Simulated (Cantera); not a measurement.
Input: 1 mol SiF₄, 1.5 mol N₂O, 7.1 mol H₂, at 3.00 mbar.

Equilibrium computed with Cantera from the NASA thermochemical tables; the gas is ideal and each condensed phase is pure. Candidate condensed phases: H₂O, Si, SiO₂, Si₂N₂O, Si₃N₄; 58 gas species. The tables' values for SiF₃, SiF₂ are old estimates; treat these amounts as uncertain. The tables hold silica as quartz up to 1696 K and as liquid above; real silica turns to tridymite and cristobalite and melts near 1996 K. Rates play no part.

log p: log10 of the partial pressure in bar; n: condensed amount in mol.

```json
[
 {"T (°C)": "825", "log p H₂": "-2.78", "log p HF": "-3.13", "log p N₂": "-3.36", "log p SiF₄": "-3.98", "log p H₂O": "-4.19", "log p SiO": "-14.33", "n SiO₂(β-quartz)": "0.639", "n SiO₂(condensed)": "0"},
 {"T (°C)": "875", "log p H₂": "-2.79", "log p HF": "-3.11", "log p N₂": "-3.36", "log p SiF₄": "-4.00", "log p H₂O": "___", "log p SiO": "___", "n SiO₂(β-quartz)": "0.657", "n SiO₂(condensed)": "0"},
 {"T (°C)": "925", "log p H₂": "-2.79", "log p HF": "-3.11", "log p N₂": "-3.36", "log p SiF₄": "-4.02", "log p H₂O": "___", "log p SiO": "___", "n SiO₂(β-quartz)": "0.672", "n SiO₂(condensed)": "0"},
 {"T (°C)": "975", "log p H₂": "-2.79", "log p HF": "-3.10", "log p N₂": "-3.36", "log p SiF₄": "-4.03", "log p H₂O": "-4.41", "log p SiO": "-10.97", "n SiO₂(β-quartz)": "0.684", "n SiO₂(condensed)": "0"},
 {"T (°C)": "1025", "log p H₂": "-2.79", "log p HF": "-3.09", "log p N₂": "-3.36", "log p SiF₄": "-4.05", "log p H₂O": "-4.48", "log p SiO": "-10.02", "n SiO₂(β-quartz)": "0.693", "n SiO₂(condensed)": "0"},
 {"T (°C)": "1075", "log p H₂": "-2.79", "log p HF": "-3.09", "log p N₂": "-3.36", "log p SiF₄": "-4.06", "log p H₂O": "-4.55", "log p SiO": "-9.14", "n SiO₂(β-quartz)": "0.701", "n SiO₂(condensed)": "0"},
 {"T (°C)": "1125", "log p H₂": "-2.79", "log p HF": "-3.08", "log p N₂": "-3.36", "log p SiF₄": "-4.07", "log p H₂O": "-4.61", "log p SiO": "-8.32", "n SiO₂(β-quartz)": "0.708", "n SiO₂(condensed)": "0"},
 {"T (°C)": "1175", "log p H₂": "-2.79", "log p HF": "-3.08", "log p N₂": "-3.36", "log p SiF₄": "-4.08", "log p H₂O": "-4.67", "log p SiO": "-7.56", "n SiO₂(β-quartz)": "0.713", "n SiO₂(condensed)": "0"},
 {"T (°C)": "1225", "log p H₂": "-2.79", "log p HF": "-3.08", "log p N₂": "-3.36", "log p SiF₄": "-4.09", "log p H₂O": "-4.72", "log p SiO": "-6.86", "n SiO₂(β-quartz)": "0.717", "n SiO₂(condensed)": "0"},
 {"T (°C)": "1275", "log p H₂": "-2.79", "log p HF": "-3.08", "log p N₂": "-3.36", "log p SiF₄": "-4.11", "log p H₂O": "-4.77", "log p SiO": "-6.20", "n SiO₂(β-quartz)": "0.720", "n SiO₂(condensed)": "0"},
 {"T (°C)": "1325", "log p H₂": "-2.79", "log p HF": "-3.07", "log p N₂": "-3.36", "log p SiF₄": "-4.13", "log p H₂O": "-4.81", "log p SiO": "-5.59", "n SiO₂(β-quartz)": "0.719", "n SiO₂(condensed)": "0"},
 {"T (°C)": "1375", "log p H₂": "-2.80", "log p HF": "-3.06", "log p N₂": "-3.36", "log p SiF₄": "-4.17", "log p H₂O": "-4.84", "log p SiO": "-5.04", "n SiO₂(β-quartz)": "0.709", "n SiO₂(condensed)": "0"},
 {"T (°C)": "1425", "log p H₂": "-2.81", "log p HF": "-3.05", "log p N₂": "-3.37", "log p SiF₄": "-4.25", "log p H₂O": "-4.82", "log p SiO": "-4.57", "n SiO₂(β-quartz)": "0", "n SiO₂(condensed)": "0.676"},
 {"T (°C)": "1475", "log p H₂": "-2.82", "log p HF": "-3.03", "log p N₂": "-3.38", "log p SiF₄": "-4.42", "log p H₂O": "-4.74", "log p SiO": "-4.20", "n SiO₂(β-quartz)": "0", "n SiO₂(condensed)": "0.605"}
]
```

Q: Fill in the missing entries.

A: 
- 875, log p H₂O: -4.26
- 875, log p SiO: -13.11
- 925, log p H₂O: -4.34
- 925, log p SiO: -11.99
